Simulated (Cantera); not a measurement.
A Cantera script and what it prints.

```python
import numpy as np
import cantera as ct

gas_names = """
    H HNO HNO2 HNO3 HO2 H2 H2O H2O2 N NH NH2 NH3 NH2OH NO NO2 NO3 N2 N2H2 N2H4 N2O O OH O2 O3 V VN VO
    VO2
""".split()
cond_names = """
    H2O(s) H2O(L) V(cr) V(L) VN(s) VO(s) VO(L) V2O3(s) V2O3(L) V2O4(I) V2O4(II) V2O4(L) V2O5(s) V2O5(L)
""".split()


def load(file, names, dense=False):
    # The tables refer to 1 bar. Condensed volumes are neglected.
    table = {s.name: s for s in ct.Species.list_from_file(file)}
    out = []
    for n in names:
        d = dict(table[n].input_data)
        d["thermo"] = dict(d["thermo"], **{"reference-pressure": 1e5})
        if dense:
            d["equation-of-state"] = {"model": "constant-volume", "density": "1e6 g/cm^3"}
        out.append(ct.Species.from_dict(d))
    return out


gas = ct.Solution(thermo="ideal-gas", species=load("nasa_gas.yaml", gas_names))
cond = {s.name: ct.Solution(thermo="fixed-stoichiometry", species=[s], name=s.name)
        for s in load("nasa_condensed.yaml", cond_names, dense=True)}
atoms = {
    'V': {'V': 1},
    'H2O': {'H': 2, 'O': 1},
    'N2': {'N': 2},
}
top_T = {'VN(s)': 2300}  # K; cautious upper limits of use, not melting points


def equilibrate(T, P, feed):
    n = {}
    for name, mol in feed.items():
        for a, k in atoms[name].items():
            n[a] = n.get(a, 0.0) + k * mol
    gas.TPX = T, P, n
    mass = sum(n.values()) * gas.mean_molecular_weight
    gas.equilibrate("TP")
    valid = [c for c in cond.values() if c.min_temp <= T <= top_T.get(c.name, c.max_temp)]
    mix = ct.Mixture([(gas, mass / gas.mean_molecular_weight)] + [(c, 0.0) for c in valid])
    mix.T, mix.P = T, P
    mix.equilibrate("TP", solver="vcs", rtol=1e-11, max_steps=5000)
    return mix


results = []
feed = {'V': 1, 'H2O': 0.056, 'N2': 5.4}  # mol
P = 1.9  # Pa
for T in [1148, 1248, 1348, 1448, 1548, 1648, 1748, 1848, 1948, 2048, 2148]:
    mix = equilibrate(T, P, feed)
    results.append((T, P, feed, dict(zip(mix.species_names, mix.species_moles))))

top = {s: max(r[3][s] / sum(r[3][g] for g in gas_names) for r in results) for s in gas_names}
cols = sorted((s for s in top if top[s] > 0.001), key=lambda s: -top[s])[:5]
seen = [c for c in cond_names if any(r[3].get(c, 0) > 1e-12 for r in results)]
print("log10 of partial pressures in bar; condensed amounts in mol")
print(f"{'T/K':>10s}" + "".join(f"{s[:9]:>10s}" for s in cols + seen))
for T, P, feed, n in results:
    ng = sum(n[g] for g in gas_names)
    print(f"{T:10.4g}" + "".join(f"{np.log10(max(n[s] / ng * P / 1e5, 1e-99)):10.3f}" for s in cols)
          + "".join(f"{n.get(c, 0):10.4g}" for c in seen))
```

Output:

```
log10 of partial pressures in bar; condensed amounts in mol
       T/K        N2         V         H        H2        VO     V(cr)     VN(s)     VO(s)
      1148    -4.726   -18.573   -10.480    -6.671   -16.011         0     0.944   0.05599
      1248    -4.726   -15.932    -9.666    -6.671   -14.041         0     0.944   0.05599
      1348    -4.726   -13.687    -8.972    -6.672   -12.371         0     0.944   0.05599
      1448    -4.726   -11.757    -8.373    -6.675   -10.940         0     0.944   0.05599
      1548    -4.726   -10.080    -7.854    -6.685    -9.701         0     0.944   0.05593
      1648    -4.727    -8.610    -7.407    -6.713    -8.619         0    0.9434    0.0553
      1748    -4.728    -7.540    -7.053    -6.824    -7.667     0.936         0   0.04917
      1848    -4.736    -6.721    -6.766    -6.980    -6.823    0.8908         0  0.006486
      1948    -4.757    -5.989    -6.588    -7.282    -6.754    0.6277         0         0
      2048    -4.802    -5.559    -6.533    -7.767    -6.791         0         0         0
      2148    -4.802    -5.560    -6.501    -8.242    -6.792         0         0         0
```

Cantera equilibrium calculation (NASA polynomials, part measured and part estimated; ideal gas, pure solids and liquids). Mutual solubility and eutectic melting of coexisting phases are not modelled. VN, VO: taken at fixed stoichiometry. Condensed phases not in the tables: solid solutions among these carbides, nitrides and lower oxides, V2N, N, O or C dissolved in the metal.
